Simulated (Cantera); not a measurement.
A perfectly stirred reactor is fed with H₂ : O₂ = 0.14 : 1 (molar parts), at 2670 Pa; it is held at 1398 K, and followed from long to short residence time.

Computed with Cantera and GRI-Mech 3.0 (53 species, 325 reactions). Radical loss at walls, strong at low pressure, is not modelled. The temperature is held fixed by assumption; the heat of reaction is taken as removed at once.

Q: What does this change do: H2 0.14 to 0.024 parts?

A: 
```
quantity                 before     after
---------------------  --------  --------
x(H₂) at τ = 17.0 s     3.32e-5   7.11e-6
x(O₂) at τ = 17.0 s       0.868     0.976
x(O) at τ = 17.0 s     0.000341  0.000337
x(HO₂) at τ = 17.0 s    5.00e-7   1.69e-7
x(H₂O) at τ = 17.0 s      0.130    0.0235
x(H₂) at τ = 81.0 ms    0.00102  0.000167
x(O₂) at τ = 81.0 ms      0.855     0.967
x(O) at τ = 81.0 ms      0.0115   0.00841
x(HO₂) at τ = 81.0 ms   5.23e-6   1.32e-6
x(H₂O) at τ = 81.0 ms     0.125    0.0222
```

Q: What does this change do: temperature 1398 to 1100 K?

A: 
```tsv
quantity	before	after
x(H₂) at τ = 17.0 s	3.32e-5	6.33e-5
x(O₂) at τ = 17.0 s	0.868	0.869
x(O) at τ = 17.0 s	0.000341	0.000136
x(HO₂) at τ = 17.0 s	5.00e-7	1.56e-6
x(H₂O) at τ = 17.0 s	0.130	0.131
x(H₂) at τ = 81.0 ms	0.00102	0.00166
x(O₂) at τ = 81.0 ms	0.855	0.864
x(O) at τ = 81.0 ms	0.0115	0.00430
x(HO₂) at τ = 81.0 ms	5.23e-6	1.20e-5
x(H₂O) at τ = 81.0 ms	0.125	0.127
```
